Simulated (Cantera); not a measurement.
What does this Cantera script print?

```python
import numpy as np
import cantera as ct

gas_names = """
    C6H6 HCN NH3
""".split()
cond_names = """
    Ta(cr) Ta(L) TaC(s) TaC(L)
""".split()


def load(file, names, dense=False):
    # The tables refer to 1 bar. Condensed volumes are neglected.
    table = {s.name: s for s in ct.Species.list_from_file(file)}
    out = []
    for n in names:
        d = dict(table[n].input_data)
        d["thermo"] = dict(d["thermo"], **{"reference-pressure": 1e5})
        if dense:
            d["equation-of-state"] = {"model": "constant-volume", "density": "1e6 g/cm^3"}
        out.append(ct.Species.from_dict(d))
    return out


species = {s.name: s for s in load("nasa_gas.yaml", gas_names) + load("nasa_condensed.yaml", cond_names)}
# Each term lists the table entries of one substance; the one whose range holds T is used.
reactions = {
    'C6H6(g) + 9 Ta + 3 HCN(g) = 3 NH3(g) + 9 TaC':
        [(-1, ['C6H6']), (-9, ['Ta(cr)', 'Ta(L)']), (-3, ['HCN']), (3, ['NH3']), (9, ['TaC(s)', 'TaC(L)'])],
}


def pick(names, T):
    return next(species[n] for n in names if species[n].thermo.min_temp <= T <= species[n].thermo.max_temp)


results = []
for label, terms in reactions.items():
    print(label)
    print("     T/K   dH/kJ  dS/(J/K)   dG/kJ   log10 K")
    for T in [300, 1900, 2000, 2100, 2200, 2300, 2400, 2500, 2600, 2700]:
        used = [(nu, pick(names, T)) for nu, names in terms]
        dH = sum(nu * s.thermo.h(T) for nu, s in used) / 1e6
        dS = sum(nu * s.thermo.s(T) for nu, s in used) / 1e3
        dG = dH - T * dS / 1e3
        logK = -dG * 1e6 / (ct.gas_constant * T * np.log(10))
        results.append((label, T, dH, dS, dG, logK, [s.name for _, s in used]))
        print(f"{T:8g} {dH:8.1f} {dS:8.1f} {dG:8.1f} {logK:8.2f}")
```

Result:

```
C6H6(g) + 9 Ta + 3 HCN(g) = 3 NH3(g) + 9 TaC
     T/K   dH/kJ  dS/(J/K)   dG/kJ   log10 K
     300  -1922.5   -288.0  -1836.1   319.69
    1900  -1887.3   -247.5  -1417.0    38.96
    2000  -1883.9   -245.8  -1392.3    36.36
    2100  -1880.3   -244.0  -1367.9    34.02
    2200  -1876.4   -242.2  -1343.5    31.90
    2300  -1872.5   -240.5  -1319.4    29.96
    2400  -1868.4   -238.7  -1295.5    28.19
    2500  -1864.4   -237.1  -1271.7    26.57
    2600  -1860.4   -235.5  -1248.0    25.07
    2700  -1856.5   -234.0  -1224.6    23.69
```

Source: NASA polynomial tables (part measured, part estimated), evaluated in Cantera. TaC: taken at fixed stoichiometry. Condensed species are held in their standard states even where they would react or evaporate.
